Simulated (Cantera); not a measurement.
Ignition delay

Mixture: CH3OH : O2 : N2 : H2O = 1 : 2.5 : 9.4 : 1.2 (molar parts), equivalence ratio 0.60, at 1700000 Pa, adiabatic and at constant pressure. Ignition delay is the time to a rise of 400 K.

Computed with Cantera and GRI-Mech 3.0 (53 species, 325 reactions). GRI-Mech 3.0 was tuned for natural gas; its chemistry of methanol as a main component is partial and can be far from experiment. The pressure lies above the range GRI-Mech 3.0 was tuned for (to about 10 atm). Where the delays flatten at high temperature, the 400 K rule measures the pace of heat release, not the induction time.

| T0 (K) | delay (ms) |
|---|---|
| 1275 | 0.307 |
| 1375 | 0.0785 |
| 1475 | 0.0254 |
| 1575 | 0.00999 |
| 1675 | 0.00455 |
| 1775 | 0.00234 |
| 1875 | 0.00135 |
| 1975 | 0.000869 |
| 2075 | 0.000629 |
| 2175 | 0.000507 |

apparent activation energy between 1975 and 2175 K: 96 kJ/mol
